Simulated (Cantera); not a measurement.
## Premixed flame

A freely propagating, adiabatic, planar premixed flame of CH4 : CO : O2 : N2 = 1 : 0.034 : 2.4 : 9.03 (molar parts), equivalence ratio 0.84, unburnt at 600 K and 10.0 bar; mixture-averaged transport, grid criteria slope 0.08 and curve 0.16, no radiation.

Computed with Cantera and GRI-Mech 3.0 (53 species, 325 reactions). Burning velocities carry a grid error of a few per cent, more on coarse grids.

```csv
z (mm),T (K),u (m/s),x CH4,x CO,x O2,x H2,x C2H6,x HCN
-0.213,601,0.451,0.0801,0.00274,0.192,0.000633,9.99e-8,<1e-8
-0.142,607,0.457,0.0796,0.00283,0.192,0.00142,1.18e-6,<1e-8
-0.107,630,0.475,0.0779,0.00319,0.190,0.00230,7.69e-6,<1e-8
-0.0711,734,0.555,0.0713,0.00510,0.181,0.00373,5.87e-5,5.90e-8
-0.0355,1143,0.871,0.0467,0.0141,0.144,0.00573,0.000410,3.69e-7
-0.0178,1523,1.17,0.0239,0.0235,0.106,0.00670,0.000533,7.69e-7
0,1899,1.45,0.00412,0.0295,0.0641,0.00618,4.89e-5,1.32e-6
0.0178,2067,1.57,0.000121,0.0210,0.0442,0.00380,4.69e-8,7.73e-7
0.0355,2141,1.62,2.09e-6,0.0130,0.0382,0.00270,<1e-8,2.04e-7
0.0711,2212,1.67,<1e-8,0.00653,0.0342,0.00171,<1e-8,1.77e-8
0.142,2258,1.70,<1e-8,0.00305,0.0322,0.000912,<1e-8,<1e-8
0.284,2275,1.71,<1e-8,0.00170,0.0314,0.000577,<1e-8,<1e-8
0.569,2278,1.71,<1e-8,0.00148,0.0313,0.000524,<1e-8,<1e-8
```
x: mole fraction of selected species; z is measured from the peak of heat release.

| Item | Result |
|---|---|
| laminar burning velocity | 45.0 cm/s |
| thermal thickness | 0.0711 mm |
| peak x(H2) | 0.00685 |
| peak x(C2H6) | 0.000566 |
| peak x(HCN) | 1.34e-6 |
| grid points | 143 |
